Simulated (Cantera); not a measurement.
Feed: 1 mol Si, 0.032 mol CO2, 1.9 mol N2, 0.017 mol H2O, equilibrated at 1150 K and 1.90 bar.

Method: chemical equilibrium by Gibbs-energy minimisation in Cantera with the NASA 1993 tables (ideal gas, pure condensed phases). Candidate condensed phases: C, C6H6, C7H8, C8H18, H2O, Si, SiC, SiO2, Si2N2O, Si3N4; 151 gas species. N2 is the only nitrogen source here; it is nearly inert below about 1500 K, so the nitride shown seldom forms there in practice. Mutual solubility and eutectic melting of coexisting phases are not modelled. Equilibrium is a limit: real reactors are often held back by kinetics, nucleation or transport.

Base state: N2 0.987, H2 0.0133 (mole fractions); condensed: C(graphite) + Si2N2O(s) + Si3N4(s).

**Question.** What changes in the equilibrium state with this change: pressure from 1.90 bar to 2.20 Pa?

**Answer.** 
```tsv
species	before	after
N2	0.987	0.987
H2	0.0133	0.0131
CO	1.91e-8	1.12e-5
C(graphite), mol	0.0320	0
Si2N2O(s), mol	0.0810	0.0810
Si3N4(s), mol	0.279	0.269
SiC(s), mol	0	0.0320
```
